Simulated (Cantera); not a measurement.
Feed: 1 mol FeS₂, 3.3 mol H₂, 72 mol N₂, equilibrated at 1 atm.

Equilibrium computed with Cantera from the NASA thermochemical tables; the gas is ideal and each condensed phase is pure. Candidate condensed phases: Fe, FeS, FeS₂, S; 16 gas species. FeS: taken at fixed stoichiometry. Equilibrium is a limit: real reactors are often held back by kinetics, nucleation or transport.

Question: Which condensed phases are stable at each of these points (T (°C)): 1175, 1225, 1275, 1325, 1375, 1425, 1475, 1525, 1575?

Answer: 
```json
[
 {"T (°C)": "1175", "condensed phases": "FeS(s)", "Fe condensed (%)": "100.0"},
 {"T (°C)": "1225", "condensed phases": "FeS(l)", "Fe condensed (%)": "100.0"},
 {"T (°C)": "1275", "condensed phases": "FeS(l)", "Fe condensed (%)": "100.0"},
 {"T (°C)": "1325", "condensed phases": "FeS(l)", "Fe condensed (%)": "100.0"},
 {"T (°C)": "1375", "condensed phases": "FeS(l)", "Fe condensed (%)": "100.0"},
 {"T (°C)": "1425", "condensed phases": "FeS(l)", "Fe condensed (%)": "100.0"},
 {"T (°C)": "1475", "condensed phases": "FeS(l)", "Fe condensed (%)": "100.0"},
 {"T (°C)": "1525", "condensed phases": "FeS(l)", "Fe condensed (%)": "99.9"},
 {"T (°C)": "1575", "condensed phases": "FeS(l)", "Fe condensed (%)": "99.8"}
]
```

At 1175 °C the condensed part is FeS(s). From 1225 °C to 1575 °C the condensed part is FeS(l).
